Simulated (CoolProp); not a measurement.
CF4 (R14) along the isotherm 241.2 K: density (kg/m³) from the reference equation and from simpler models built on Tc = 227.4 K, pc = 37.62 bar, ω = 0.178; each cubic takes its own stable root.

Values from CoolProp's reference Helmholtz-energy equation of state, Platzer 1990. This equation is an older, rougher fit; its heat capacities, sound speeds and derivatives of the liquid may be far off and weren't checked against measurements.

| p (bar) | phase | reference | ideal gas | van der Waals | Redlich-Kwong | Soave-Redlich-Kwong | Peng-Robinson |
|---|---|---|---|---|---|---|---|
| 0.297 | gas | 1.306 | 1.303 | 1.306 | 1.306 | 1.306 | 1.307 |
| 0.564 | gas | 2.486 | 2.475 | 2.485 | 2.486 | 2.485 | 2.487 |
| 1.07 | gas | 4.734 | 4.695 | 4.730 | 4.734 | 4.733 | 4.738 |
| 2.03 | gas | 9.048 | 8.908 | 9.035 | 9.050 | 9.047 | 9.065 |
| 3.84 | gas | 17.36 | 16.85 | 17.32 | 17.37 | 17.36 | 17.42 |
| 7.28 | gas | 33.86 | 31.95 | 33.69 | 33.89 | 33.85 | 34.09 |
| 13.8 | gas | 68.07 | 60.56 | 67.49 | 68.24 | 68.03 | 69.01 |
| 26.2 | gas | 148.5 | 115.0 | 146.7 | 149.6 | 148.3 | 152.7 |
| 49.6 | supercritical | 491.6 | 217.7 | 546.2 | 507.6 | 466.0 | 495.6 |
| 94.1 | supercritical | 1010 | 412.9 | 800.9 | 943.2 | 923.1 | 1016 |
